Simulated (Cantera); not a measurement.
Charge: 1 mol MgSO4, 1.8 mol C, 0.095 mol H2O, at 927 °C and 0.220 bar.

These are equilibrium values from Cantera (NASA tables, ideal gas, pure condensed phases), not measurements of a reactor. Candidate condensed phases: C, C6H6, C7H8, C8H18, H2O, H2SO4, Mg, MgCO3, MgO, Mg(OH)2, MgS, MgSO4, S; 130 gas species. Gases not in the tables: S3 to S7. Rates play no part.

Base state: CO2 0.535, CO 0.205, S2 0.187, COS 0.0296, H2S 0.0202, H2O 0.0159, H2 0.00446, SO2 0.00160 (mole fractions); condensed: MgO(s).

Question: What changes in the equilibrium state with this change: temperature from 927 °C to 1752 °C?

Answer: 
```csv
species,before,after
CO,0.205,0.484
CO2,0.535,0.210
SO2,0.00160,0.117
SO,2.90e-5,0.0309
H2S,0.0202,0.000981
COS,0.0296,0.00154
H2,0.00446,0.0113
S2,0.187,0.113
H2O,0.0159,0.0228
Mg,<1e-9,4.85e-5
OH,<1e-9,9.23e-5
H,2.81e-8,0.000436
MgS,<1e-9,1.08e-5
"MgO(s), mol",1.00,1.000
```
